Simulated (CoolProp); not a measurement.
Computed with CoolProp (reference Helmholtz-energy equation of state, Lemmon 2006). It is a short technical equation, of lower accuracy than the large ones.

Question: Give the vapour pressure (MPa), enthalpy of vaporisation (kJ/kg), vapour Z, surface tension (mN/m) of saturated R141b at 393.4, 402.1 K.

Answer: 
```
T (K)  p (MPa)  enthalpy of vaporisation (kJ/kg)  vapour Z  surface tension (mN/m)
-----  -------  --------------------------------  --------  ----------------------
393.4     1.04                               170     0.813                    7.25
402.1     1.23                               163     0.789                    6.36
```

Surface tension comes from a separate correlation (Mulero 2012).
